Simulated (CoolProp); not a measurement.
Properties of fluoroethane (R161) along the isotherm 270.4 K.

Computed with CoolProp (reference Helmholtz-energy equation of state, Wu 2012).

```json
[
 {"p (kPa)": "7.92", "phase": "gas", "cp (kJ/(kg K))": "___", "speed of sound (m/s)": "234.3", "isothermal compressibility (1/MPa)": "126.5", "expansivity (1/kK)": "3.718"},
 {"p (kPa)": "16.3", "phase": "gas", "cp (kJ/(kg K))": "1.161", "speed of sound (m/s)": "234.0", "isothermal compressibility (1/MPa)": "61.56", "expansivity (1/kK)": "3.740"},
 {"p (kPa)": "33.4", "phase": "gas", "cp (kJ/(kg K))": "1.165", "speed of sound (m/s)": "233.4", "isothermal compressibility (1/MPa)": "30.15", "expansivity (1/kK)": "3.784"},
 {"p (kPa)": "68.6", "phase": "gas", "cp (kJ/(kg K))": "1.173", "speed of sound (m/s)": "232.2", "isothermal compressibility (1/MPa)": "14.80", "expansivity (1/kK)": "3.879"},
 {"p (kPa)": "141", "phase": "gas", "cp (kJ/(kg K))": "___", "speed of sound (m/s)": "229.6", "isothermal compressibility (1/MPa)": "7.321", "expansivity (1/kK)": "4.090"},
 {"p (kPa)": "289", "phase": "gas", "cp (kJ/(kg K))": "1.239", "speed of sound (m/s)": "224.1", "isothermal compressibility (1/MPa)": "3.716", "expansivity (1/kK)": "4.603"},
 {"p (kPa)": "594", "phase": "liquid", "cp (kJ/(kg K))": "2.110", "speed of sound (m/s)": "872.8", "isothermal compressibility (1/MPa)": "___", "expansivity (1/kK)": "2.262"},
 {"p (kPa)": "1220", "phase": "liquid", "cp (kJ/(kg K))": "2.104", "speed of sound (m/s)": "879.6", "isothermal compressibility (1/MPa)": "0.002525", "expansivity (1/kK)": "2.232"},
 {"p (kPa)": "2500", "phase": "liquid", "cp (kJ/(kg K))": "2.093", "speed of sound (m/s)": "893.2", "isothermal compressibility (1/MPa)": "___", "expansivity (1/kK)": "2.173"}
]
```

Task: Some entries are withheld; supply them.

Result: 
- 7.92, cp (kJ/(kg K)): 1.159
- 141, cp (kJ/(kg K)): 1.193
- 594, isothermal compressibility (1/MPa): 0.002576
- 2500, isothermal compressibility (1/MPa): 0.002426
